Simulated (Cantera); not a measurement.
# Gas-phase reforming

An isothermal, constant-pressure homogeneous reactor starts with CH4 : CO2 = 1 : 0.97 (molar parts), at 2150 K and 280000 Pa.

Detailed kinetics in Cantera: GRI-Mech 3.0 (53 species, 325 reactions).

```
t (s)        x CH4     x CO2     x H2O    x HCO   x C2H6      x O2     x CH3
--------  --------  --------  --------  -------  -------  --------  --------
0.000500    0.0128    0.0443     0.188  6.61e-7  8.31e-6   3.43e-8   0.00120
0.000998    0.0110    0.0324     0.148  5.95e-7  5.20e-6   1.94e-8  0.000948
0.00199    0.00873    0.0222     0.106  5.69e-7  2.85e-6   9.46e-9  0.000700
0.00397    0.00632    0.0140    0.0690  5.74e-7  1.34e-6   4.02e-9  0.000478
0.00793    0.00417   0.00814    0.0410  5.92e-7  5.44e-7   1.46e-9  0.000303
0.0158     0.00256   0.00435    0.0223  6.11e-7  1.98e-7  4.42e-10  0.000182
0.0316     0.00151   0.00211    0.0109  6.25e-7  6.89e-8  1.08e-10  0.000105
0.0630    0.000889  0.000885   0.00459  6.34e-7  2.50e-8  1.96e-11   6.16e-5
0.126     0.000563  0.000284   0.00148  6.39e-7  1.09e-8  2.04e-12   3.88e-5
0.251     0.000426   5.23e-5  0.000272  6.41e-7  6.88e-9    <1e-12   2.94e-5
0.501     0.000398   6.46e-6   3.37e-5  6.41e-7  6.16e-9    <1e-12   2.74e-5
1.00      0.000396   4.54e-6   2.37e-5  6.41e-7  6.13e-9    <1e-12   2.73e-5
```
x: mole fraction; the columns are a selection and need not sum to one.

Equilibrium at this temperature and pressure: CH4 0.000397, CO2 4.60e-6, H2O 2.40e-5, HCO 6.41e-7, C2H6 6.13e-9, O2 <1e-12, CH3 2.73e-5 (gas phase only).
